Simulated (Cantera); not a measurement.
An isothermal, constant-pressure homogeneous reactor starts with NH3 : H2 = 1 : 0.65 (molar parts), at 2073 K and 100000 Pa. Integrator tolerance rtol = 1e-08.

Detailed kinetics in Cantera: the gas-phase N/H chemistry of the illustrative SiF4/NH3 mechanism in the Surface Chemkin manual (1991). Walls and surfaces, which speed up NH3 decomposition in real reactors, are not modelled.

### Question
What does this change do: temperature 2073 to 1225 K?

### Answer
| quantity | before | after |
|---|---|---|
| x(NH3) at 300 s | 5.63e-6 (gas-phase equilibrium 5.63e-6) | 0.605 (gas-phase equilibrium 5.30e-5) |
| x(H2) at 300 s | 0.809 (gas-phase equilibrium 0.809) | 0.395 (gas-phase equilibrium 0.811) |
| x(NH) at 300 s | 4.36e-9 (gas-phase equilibrium 4.36e-9) | 5.93e-11 (gas-phase equilibrium <1e-12) |
| x(N2) at 300 s | 0.188 (gas-phase equilibrium 0.188) | 0.000396 (gas-phase equilibrium 0.189) |
| x(N2H2) at 300 s | <1e-12 (gas-phase equilibrium <1e-12) | 1.43e-9 (gas-phase equilibrium <1e-12) |
| x(H) at 300 s | 0.00238 (gas-phase equilibrium 0.00238) | 1.95e-7 (gas-phase equilibrium 2.83e-7) |
| x(N2H4) at 300 s | <1e-12 (gas-phase equilibrium <1e-12) | 4.07e-9 (gas-phase equilibrium <1e-12) |
